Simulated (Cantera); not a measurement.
A freely propagating, adiabatic, planar premixed flame of 21.5 % H2, 14.6 % O2, 63.9 % N2, unburnt at 623 K and 2.20 bar; unity-Lewis-number transport, grid criteria slope 0.08 and curve 0.16, no radiation.

Model: the H2/O2 subset of GRI-Mech 3.0, which has no nitrogen chemistry, integrated in Cantera. The hydrogen kinetics of GRI-Mech 3.0 are dated; newer H2 mechanisms differ, most at raised pressure. Unity Lewis numbers drop preferential diffusion, which matters most where H2 and H carry the flame. Burning velocities carry a grid error of a few per cent, more on coarse grids.

x: mole fraction of selected species; z is measured from the peak of heat release.

| z (mm) | T (K) | u (m/s) | x H2 | x O2 | x H | x O | x H2O2 | x OH |
|---|---|---|---|---|---|---|---|---|
| -0.385 | 623 | 3.85 | 0.215 | 0.146 | <1e-8 | <1e-8 | <1e-8 | <1e-8 |
| -0.257 | 623 | 3.85 | 0.215 | 0.145 | <1e-8 | <1e-8 | (withheld) | <1e-8 |
| -0.193 | 624 | 3.85 | 0.215 | 0.145 | <1e-8 | 1.43e-8 | (withheld) | <1e-8 |
| -0.128 | 628 | 3.88 | 0.215 | 0.145 | 4.16e-8 | 3.64e-7 | (withheld) | 2.47e-8 |
| -0.0642 | 715 | 4.39 | 0.205 | 0.140 | 9.29e-5 | 3.77e-5 | (withheld) | 4.61e-5 |
| -0.0321 | 982 | 5.92 | 0.167 | 0.122 | 0.00380 | 0.000701 | (withheld) | 0.000787 |
| 0 | 1357 | 7.99 | 0.0881 | 0.0854 | 0.0213 | 0.00505 | (withheld) | 0.00437 |
| 0.0321 | 1604 | 9.27 | 0.0363 | 0.0581 | 0.0281 | 0.0101 | (withheld) | 0.00972 |
| 0.0642 | 1738 | 9.94 | 0.0230 | 0.0496 | 0.0224 | 0.0106 | (withheld) | 0.0122 |
| 0.128 | 1878 | 10.6 | 0.0169 | 0.0457 | 0.0134 | 0.00824 | (withheld) | 0.0131 |
| 0.257 | 2000 | 11.2 | 0.0116 | 0.0435 | 0.00651 | 0.00522 | (withheld) | 0.0123 |
| 0.514 | 2093 | 11.6 | 0.00671 | 0.0421 | 0.00254 | 0.00282 | (withheld) | 0.0102 |
| 1.03 | 2150 | 11.9 | 0.00327 | 0.0415 | 0.000808 | 0.00133 | (withheld) | 0.00748 |

Question: Some entries are withheld; supply them.

Answer: 
- -0.257, x H2O2: 2.03e-8
- -0.193, x H2O2: 1.25e-7
- -0.128, x H2O2: 1.08e-6
- -0.0642, x H2O2: 1.20e-5
- -0.0321, x H2O2: 1.67e-5
- 0, x H2O2: 9.02e-6
- 0.0321, x H2O2: 4.30e-6
- 0.0642, x H2O2: 2.54e-6
- 0.128, x H2O2: 1.40e-6
- 0.257, x H2O2: 8.40e-7
- 0.514, x H2O2: 5.46e-7
- 1.03, x H2O2: 3.66e-7
